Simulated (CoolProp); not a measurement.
Aqueous ethanol as a coolant, 21 % by mass, freezing at -11.9 °C, 1 atm.

The numbers come from the Melinder's fits for secondary coolants in CoolProp.

```tsv
T (°C)	density (kg/m³)	conductivity (W/(m K))	Prandtl number	viscosity (mPa s)
-7.4	976.5	0.436	83.8	8.38
-1	975.1	0.442	56.6	5.74
5.4	973.3	0.447	40.0	4.12
11.8	971.0	0.453	29.4	3.07
18.2	968.4	0.459	22.4	2.38
24.6	965.4	0.465	17.6	1.89
31	962.2	0.470	14.2	1.54
37.4	958.6	0.476	11.6	1.28
```
